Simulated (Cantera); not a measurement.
Gas mixture: 11.2 % NO, 88.8 % O2, at 20.0 Torr, frozen composition.

Cantera's kinetic-theory transport with the Lennard-Jones parameters of GRI-Mech 3.0, ideal gas; thermal conductivity in the multicomponent form. The composition is frozen, though it would react at the higher temperatures.

D: mixture-averaged diffusion coefficient of that species in the mixture.

```
T (K)  ρ (kg/m³)  cp (J/kg/K)  μ (µPa s)  λ (mW/m/K)     Pr  D (cm²/s) NO  D (cm²/s) C2H2  D (cm²/s) NH3
-----  ---------  -----------  ---------  ----------  -----  ------------  --------------  -------------
400       0.0255        947.4       25.3  (withheld)  0.712          12.9            10.6           14.6
550       0.0185        991.5       31.7  (withheld)  0.711          22.3            18.6           26.3
700       0.0146         1035       37.4  (withheld)  0.710          33.5            28.2           40.5
850       0.0120         1069       42.5  (withheld)  0.709          46.4            39.3           57.0
1000      0.0102         1095       47.3  (withheld)  0.709          60.8            51.7           75.6
1150     0.00886         1113       51.9  (withheld)  0.709          76.8            65.4           96.1
1300     0.00784         1129       56.2  (withheld)  0.708          94.1            80.3            118
1450     0.00703         1144       60.3        97.4  0.708           113            96.4            143
1600     0.00637         1156       64.3         105  0.708           133             114            168
```

What belongs in the gaps?


- 400, λ (mW/m/K): 33.7
- 550, λ (mW/m/K): 44.3
- 700, λ (mW/m/K): 54.5
- 850, λ (mW/m/K): 64.1
- 1000, λ (mW/m/K): 73.1
- 1150, λ (mW/m/K): 81.5
- 1300, λ (mW/m/K): 89.6
